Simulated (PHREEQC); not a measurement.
Copper plating or etch bath

Solution (25 °C): 0.052 mol/kgw Cu(NO3)2 and 0.0018 mol/kgw HCl. Closed to the air; pH follows from the charge balance.

Computed with PHREEQC (ion-association model, phreeqc.dat).

Each row changes one thing in this solution. This is a speciation only: nothing precipitates in the calculation.

| case | pH | Cl- (mol/kgw) | CuCl+ (mol/kgw) | CuOH+ (mol/kgw) | CuCl2 (mol/kgw) | Cu2(OH)2+2 (mol/kgw) |
|---|---|---|---|---|---|---|
| as made | 2.84 | 0.00172 | 8.39e-5 | 1.70e-7 | 4.02e-8 | 2.09e-8 |
| HCl from 0.0018 to 0.0027 mol/kgw | 2.66 | 0.00257 | 0.000126 | 1.13e-7 | 9.02e-8 | 9.25e-9 |
| diluted 5-fold with water | 3.50 | 0.000355 | 5.34e-6 | 2.11e-7 | 7.18e-10 | 2.70e-8 |
| Cu(NO3)2 from 0.052 to 0.26 mol/kgw | 2.87 | 0.00156 | 0.000241 | 6.74e-7 | 6.49e-8 | 2.30e-7 |
| Cu(NO3)2 from 0.052 to 0.0572 mol/kgw | 2.84 | 0.00171 | 8.95e-5 | 1.84e-7 | 4.18e-8 | 2.47e-8 |

The ionic strength passes 0.7 mol/kgw, the rough limit of the ion-association models, in Cu(NO3)2 from 0.052 to 0.26 mol/kgw.
